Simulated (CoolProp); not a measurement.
Vapour-liquid equilibrium of n-heptane (1) + toluene (2) at 60.2 kPa; x and y are mole fractions of (1).

Computed with CoolProp (multi-fluid Helmholtz-energy mixture model, Span 2003 and Lemmon 2006; pair parameters Bell 2016).

| x | bubble temperature, mixture model (K) | bubble temperature, Raoult's law (K) | y, mixture model | y, Raoult's law |
|---|---|---|---|---|
| 0.05 | 364.8 | 365.7 | 0.093 | 0.071 |
| 0.15 | 362.4 | 364.3 | 0.242 | 0.203 |
| 0.25 | 360.6 | 363.1 | 0.358 | 0.326 |
| 0.35 | 359.2 | 361.8 | 0.455 | 0.439 |
| 0.45 | 358.1 | 360.6 | 0.543 | 0.543 |
| 0.55 | 357.2 | 359.5 | 0.625 | 0.640 |
| 0.65 | 356.4 | 358.4 | 0.705 | 0.730 |
| 0.75 | 355.8 | 357.3 | 0.786 | 0.814 |
| 0.85 | 355.3 | 356.2 | 0.869 | 0.892 |
| 0.95 | 354.9 | 355.2 | 0.955 | 0.965 |

The largest gap from Raoult's law is -2.6 K in bubble temperature, at x = 0.35. No azeotrope shows between x = 0.05 and 0.95.

Pair parameters are fitted to limited data, so mixtures are less certain than the pure fluids.
